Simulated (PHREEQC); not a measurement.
Model water analysis in mmol/kgw, 85 °C, pH 6.87:

```tsv
constituent	mmol/kgw
Na	384
K	1.93
Ca	18.6
Mg	83.2
Cl	571
S(6)	0.638
Alkalinity (meq/kgw)	0.0658
Sr	0.589
```

Cl is adjusted to close the charge balance.
Valence states are taken as typed.

All values are PHREEQC results (Pitzer model, pitzer.dat), not measurements.

Precipitation was switched off in this run.

Problem. What activity of water does the model give?

Solution. activity of water 0.983.

Problem. In which forms is C present?

Solution. HCO3- 86 %, CO2 13 %, MgCO3 0.9 % of the C.

Complexes and solids missing from the database can't appear. Away from 25 °C the constants follow the database's enthalpies or fits; those with neither stay at their 25 °C values.
